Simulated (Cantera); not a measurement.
**Equilibrium for carbothermic reduction: Fe2O3 + CH4 + N2**

A closed system holds: 1 mol Fe2O3, 0.38 mol CH4, 2.3 mol N2, at 1 atm.

Equilibrium computed with Cantera from the NASA thermochemical tables; the gas is ideal and each condensed phase is pure. Candidate condensed phases: C, C6H6, C7H8, C8H18, Fe, Fe(CO)5, FeO, Fe(OH)2, Fe(OH)3, Fe2O3, Fe3O4, H2O; 140 gas species. The tables' stoichiometric FeO is somewhat more stable than real wüstite, so its field is too wide. FeO: taken at fixed stoichiometry. Rates play no part.

```csv
T (°C),x N2,x H2O,x H2,x CO,x CO2,x H,n FeO(s),n FeO(l)
1000,0.669,0.129,0.0916,0.0596,0.0509,2.14e-7,2.00,0
1050,0.669,0.131,0.0895,0.0617,0.0488,4.71e-7,2.00,0
1100,0.669,0.133,0.0876,0.0635,0.0469,9.79e-7,2.00,0
1150,0.669,0.135,0.0859,0.0652,0.0452,1.93e-6,2.00,0
1200,0.669,0.137,0.0844,0.0668,0.0437,3.65e-6,2.00,0
1250,0.669,0.138,0.0830,0.0682,0.0423,6.61e-6,2.00,0
1300,0.669,0.139,0.0817,0.0695,0.0410,1.15e-5,2.00,0
1350,0.669,0.140,0.0805,0.0707,0.0398,1.95e-5,2.00,0
1400,0.669,0.142,0.0794,0.0718,0.0387,3.19e-5,0,2.00
1450,0.669,0.143,0.0784,0.0728,0.0377,5.07e-5,0,2.00
1500,0.669,0.143,0.0774,0.0737,0.0368,7.86e-5,0,2.00
1550,0.669,0.144,0.0766,0.0745,0.0359,0.000119,0,2.00
```
x: gas mole fraction; n: condensed amount in mol.

From 1000 °C to 1350 °C the condensed part is FeO(s). From 1400 °C to 1550 °C the condensed part is FeO(l). The main Fe-bearing gas is Fe(OH)2 throughout.
